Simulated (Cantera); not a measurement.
## Thermodynamics of abatement and gas-phase synthesis, feed SO2 + O2 + H2

Input: 1 mol SO2, 0.2 mol O2, 0.48 mol H2, equilibrated at 29.0 mbar.

These are equilibrium values from Cantera (NASA tables, ideal gas, pure condensed phases), not measurements of a reactor. Candidate condensed phases: H2O, H2SO4, S; 19 gas species. Rates play no part.

```
T (K)    x O   x SO2    x H   x SO     x S    x H2O    x O2    x OH    x H2
-----  -----  ------  -----  -----  ------  -------  ------  ------  ------
2848   0.111   0.271  0.123  0.181  0.0265   0.0881  0.0832  0.0677  0.0469
2898   0.136   0.231  0.141  0.189  0.0333   0.0699  0.0859  0.0684  0.0440
2948   0.163   0.193  0.158  0.194  0.0414   0.0537  0.0867  0.0673  0.0401
2998   0.193   0.157  0.174  0.195  0.0508   0.0399  0.0857  0.0646  0.0356
3048   0.225   0.126  0.188  0.194  0.0614   0.0287  0.0828  0.0605  0.0308
3098   0.258  0.0978  0.200  0.188  0.0733   0.0201  0.0784  0.0552  0.0260
3148   0.291  0.0745  0.209  0.179  0.0861   0.0136  0.0726  0.0493  0.0214
3198   0.323  0.0553  0.216  0.167  0.0996  0.00905  0.0659  0.0432  0.0173
3248   0.354  0.0401  0.221  0.153   0.114  0.00589  0.0588  0.0372  0.0138
```
x: gas mole fraction; nothing condenses.

From 2848 K to 3248 K nothing is condensed.
